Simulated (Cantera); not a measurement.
Ignition delay

Mixture: 15.2 % CH₄, 20.2 % O₂, 64.7 % N₂, equivalence ratio 1.5, at 4.93 atm, adiabatic and at constant volume. Ignition delay is the time to a rise of 400 K.

Computed with Cantera and GRI-Mech 3.0 (53 species, 325 reactions).

```csv
T0 (K),delay (ms)
1323,2.22
1373,1.25
1423,0.724
1473,0.427
1523,0.258
1573,0.159
1623,0.101
1673,0.0655
1723,0.0438
```

The apparent activation energy between 1623 and 1723 K is 190 kJ/mol.
